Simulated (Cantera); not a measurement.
Cantera run:

```python
import numpy as np
import cantera as ct

gas_names = [...]  # 139 gases of nasa_gas.yaml made of C, Cu, H, N, O
cond_names = """
    C(gr) C6H6(L) C7H8(L) C8H18(L),n-octa Cu(cr) Cu(L) CuO(s) CuO2H2(s) Cu2O(s) Cu2O(L) H2O(s) H2O(L)
""".split()


# ... load() reads the species with a 1 bar reference pressure and builds the phases ...
atoms = {
    'CuO': {'Cu': 1, 'O': 1},
    'CH4': {'C': 1, 'H': 4},
    'N2': {'N': 2},
}
top_T = {'C(gr)': 4500, 'CuO(s)': 1390}  # K; cautious upper limits of use, not melting points


# ... equilibrate(T, P, feed) seeds the gas with the atoms and calls Mixture.equilibrate('TP', solver="vcs", rtol=1e-11, max_steps=5000) ...
results = []
feed = {'CuO': 1, 'CH4': 0.97, 'N2': 16}  # mol
T = 2450  # K
P = 1000  # Pa
mix = equilibrate(T, P, feed)
results.append((T, P, feed, dict(zip(mix.species_names, mix.species_moles))))
x = sorted(zip(gas.X, gas.species_names), reverse=True)
print(f"T = {T:g} K  P = {P:g} Pa  gas = {mix.phase_moles(0):.4g} mol")
print("   x: " + "  ".join(f"{s} {v:.3e}" for v, s in x if v > 0.001))
print("   condensed (mol): " + ("  ".join(f"{mix.phase(i).name} {mix.phase_moles(i):.4g}"
      for i in range(1, mix.n_phases) if mix.phase_moles(i) > 1e-12) or "none"))
```

It prints:

```
T = 2450 K  P = 1000 Pa  gas = 20.45 mol
   x: N2 7.825e-01  H2 6.761e-02  H 5.224e-02  Cu 4.890e-02  CO 4.731e-02  H2O 1.066e-03
   condensed (mol): none
```

These are equilibrium values from Cantera (NASA tables, ideal gas, pure condensed phases), not measurements of a reactor.
